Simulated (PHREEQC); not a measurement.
Make-up at 20 °C: 0.13 mol/kgw FeSO4 and 0.0012 mol/kgw H3BO3. Closed to the air; pH follows from the charge balance.

Computed with PHREEQC (ion-association model, phreeqc.dat).

- pH: 5.87
- ionic strength: 0.284 mol/kgw
- specific conductance: 9880 µS/cm
- density: 1.017 g/cm³

```tsv
species	molality	activity	log γ
Fe+2	0.0710	0.0211	-0.527
SO4-2	0.0710	0.0184	-0.587
FeSO4	0.0590	0.0630	0.028
H3BO3	0.00120	0.00128	0.028
FeOH+	4.71e-6	3.38e-6	-0.144
HSO4-	2.94e-6	2.16e-6	-0.133
H+	1.71e-6	1.35e-6	-0.105
FeHSO4+	7.46e-7	5.49e-7	-0.133
H2BO3-	6.77e-7	4.99e-7	-0.133
OH-	7.45e-9	5.07e-9	-0.167
```

No solid was allowed to form. Complexes and solids missing from the database can't appear.
